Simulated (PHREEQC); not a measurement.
A column of 0.2 m (40 cells, dispersivity 0.01 m, 720 s a shift, diffusion coefficient 3e-10 m²/s) holds 0.0061 eq of the database's cation exchanger X per kg of pore water, first in equilibrium with 0.042 mol NaCl, 0.00057 mol ZnSO4 and 1e-05 mol HCl per kg of water. It is flushed with 0.0049 mol MgCl2 and 1e-05 mol HCl per kg of water, at 40 °C. Values are for the last cell. No CO2 enters from the air. Precipitation was switched off in this run.

Base run: PHREEQC, ion-association model, phreeqc.dat. Each further column changes one thing. The table gives Mg in solution (mol/kgw).

```csv
pore volumes,base,exchange capacity from 0.0061 to 0.0031 eq/kgw,dispersivity from 0.01 to 0.02 m
0,0,0,0
0.3875,2.01e-14,2.46e-10,8.38e-10
0.6375,2.06e-9,3.10e-6,1.42e-6
1.012,3.83e-5,0.000926,0.000436
1.387,0.00179,0.00322,0.00209
1.637,0.00305,0.00411,0.00303
2.013,0.00410,0.00466,0.00393
2.388,0.00456,0.00483,0.00440
2.638,0.00470,0.00487,0.00458
3.013,0.00482,0.00489,0.00473
3.388,0.00487,0.00490,0.00481
3.638,0.00488,0.00490,0.00484
4.013,0.00489,0.00490,0.00487
```

Away from 25 °C the constants follow the database's enthalpies or fits; those with neither stay at their 25 °C values.
